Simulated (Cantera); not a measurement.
Charge: 1 mol MgCO3, 0.055 mol SO3, 0.57 mol H2O, at 0.520 bar.

Equilibrium computed with Cantera from the NASA thermochemical tables; the gas is ideal and each condensed phase is pure. Candidate condensed phases: C, C6H6, C7H8, C8H18, H2O, H2SO4, Mg, MgCO3, MgO, Mg(OH)2, MgS, MgSO4, S; 130 gas species. Mutual solubility and eutectic melting of coexisting phases are not modelled. Equilibrium is a limit: real reactors are often held back by kinetics, nucleation or transport.

x: gas mole fraction; n: condensed amount in mol.

```csv
T (K),x CO2,x H2O,x SO2,x O2,x SO3,n MgO(s),n MgSO4(s)
748,0.637,0.363,1.75e-8,8.74e-9,1.13e-10,0.945,0.0550
848,0.637,0.363,2.14e-6,1.07e-6,2.38e-8,0.945,0.0550
948,0.637,0.363,9.26e-5,4.63e-5,1.56e-6,0.945,0.0549
1048,0.635,0.362,(withheld),(withheld),(withheld),0.948,0.0519
1148,0.615,0.350,0.0229,0.0114,0.000704,0.983,0.0166
1248,0.605,0.345,0.0328,0.0164,(withheld),1.00,0
1348,0.605,0.345,0.0330,0.0165,0.000272,1.00,0
1448,0.605,0.345,0.0331,0.0166,0.000151,1.00,0
```

**Question.** What belongs in the gaps?

**Answer.** 
- 1048, x SO2: 0.00191
- 1048, x O2: 0.000957
- 1048, x SO3: 4.51e-5
- 1248, x SO3: 0.000535
